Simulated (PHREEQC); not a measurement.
Make-up at 20 °C: 2.6 mmol/kgw Pb(NO3)2 and 1.4 mmol/kgw KBr. Closed to the air; pH follows from the charge balance.

The numbers come from PHREEQC with the ion-association model, wateq4f.dat.

This is a speciation only: nothing precipitates in the calculation.

Question: Estimate the pH.

Answer: pH 5.23.

Question: In which forms is Pb present?

Answer: Pb+2 91 %, PbNO3+ 4.6 %, PbBr+ 4.3 % of the Pb.

Species that the database lacks are ignored.
